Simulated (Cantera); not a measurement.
A freely propagating, adiabatic, planar premixed flame of H2 : O2 : N2 = 1 : 0.357 : 1.34 (molar parts), equivalence ratio 1.4, unburnt at 475 K and 20000 Pa; mixture-averaged transport, grid criteria slope 0.08 and curve 0.16, no radiation.

Cantera simulation using the H2/O2 subset of GRI-Mech 3.0, which has no nitrogen chemistry; the numbers are that mechanism's predictions, not measurements. Burning velocities carry a grid error of a few per cent, more on coarse grids.

Q: What does this change do: inlet temperature 475 to 375 K?

A: 
```csv
quantity,before,after
laminar burning velocity,493 cm/s,349 cm/s
thermal thickness,3.43 mm,3.19 mm
peak x(H),0.109,0.102
peak x(O),0.00893,0.00804
peak x(HO2),0.000110,0.000154
```

Q: What does this change do: inlet temperature 475 to 650 K?

A: 
```csv
quantity,before,after
laminar burning velocity,493 cm/s,837 cm/s
thermal thickness,3.43 mm,3.86 mm
peak x(H),0.109,0.121
peak x(O),0.00893,0.0107
peak x(HO2),0.000110,5.63e-5
```

Q: What does this change do: H2 1 to 1.3 parts?

A: 
| quantity | before | after |
|---|---|---|
| laminar burning velocity | 493 cm/s | 508 cm/s |
| thermal thickness | 3.43 mm | 3.36 mm |
| peak x(H) | 0.109 | 0.118 |
| peak x(O) | 0.00893 | 0.00551 |
| peak x(HO2) | 0.000110 | 0.000103 |
